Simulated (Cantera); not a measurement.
A closed system holds: 1 mol HMDSO, 0.12 mol O₃, equilibrated at 75.0 Torr.

Method: chemical equilibrium by Gibbs-energy minimisation in Cantera with the NASA 1993 tables (ideal gas, pure condensed phases). Candidate condensed phases: C, C₆H₆, C₇H₈, C₈H₁₈, H₂O, Si, SiC, SiO₂; 123 gas species. The feed counts by its element totals alone. Mutual solubility and eutectic melting of coexisting phases are not modelled. The tables hold silica as quartz up to 1696 K and as liquid above; real silica turns to tridymite and cristobalite and melts near 1996 K. Kinetics and transport are ignored. All values below are at 1348 K.

Base state: H₂ 0.984, CO 0.0150, CH₄ 0.000565, SiO 1.45e-5 (mole fractions); condensed: C(graphite) + SiC(s) + SiO₂(β-quartz).

Task: What changes in the equilibrium state with this change: O₃ from 0.12 to 3.1 mol?

Result: 
```csv
species,before,after
H₂,0.984,0.585
CO,0.0150,0.395
H₂O,8.62e-6,0.0149
SiO,1.45e-5,4.98e-9
CO₂,6.72e-8,0.00513
CH₄,0.000565,1.81e-6
"C(graphite), mol",4.47,0
"SiC(s), mol",1.39,0
"SiO₂(β-quartz), mol",0.611,2.00
```
